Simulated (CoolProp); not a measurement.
Computed with CoolProp (reference Helmholtz-energy equation of state, McLinden 2020).

Problem. For R1336mzz(Z), give the phase and the cp (kJ/(kg K)) at 500 K and 0.0357 MPa; 500 K and 0.21 MPa.

Solution. 
- 500 K and 0.0357 MPa: gas; cp 1.12
- 500 K and 0.21 MPa: gas; cp 1.13
